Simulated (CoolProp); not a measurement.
Propyne along the isotherm 428.3 K: Z from the reference equation and from simpler models built on Tc = 402.7 K, pc = 5.658 MPa, ω = 0.204; each cubic takes its own stable root.

Computed with CoolProp (reference Helmholtz-energy equation of state, Polt 1992). This equation is an older, rougher fit.

| p (MPa) | phase | reference |
|---|---|---|
| 0.236 | gas | 0.9880 |
| 0.471 | gas | 0.9759 |
| 0.707 | gas | 0.9636 |
| 0.943 | gas | 0.9511 |
| 1.18 | gas | 0.9384 |
| 1.41 | gas | 0.9260 |
| 1.65 | gas | 0.9128 |
| 1.89 | gas | 0.8994 |
| 2.12 | gas | 0.8864 |
| 2.36 | gas | 0.8725 |
| 2.59 | gas | 0.8590 |
| 2.83 | gas | 0.8447 |

How far does each simpler model (van der Waals, Redlich-Kwong, Soave-Redlich-Kwong, Peng-Robinson) lie from the reference over these 12 states: mean and median of the absolute difference, and the worst?


- van der Waals: mean 0.8 %, median 0.8 %, worst +1.3 % at 428.3 K and 2.83 MPa
- Redlich-Kwong: mean 0.0 %, median 0.0 %, worst -0.1 % at 428.3 K and 2.83 MPa
- Soave-Redlich-Kwong: mean 0.2 %, median 0.2 %, worst +0.4 % at 428.3 K and 2.83 MPa
- Peng-Robinson: mean 0.8 %, median 0.8 %, worst -1.6 % at 428.3 K and 2.83 MPa
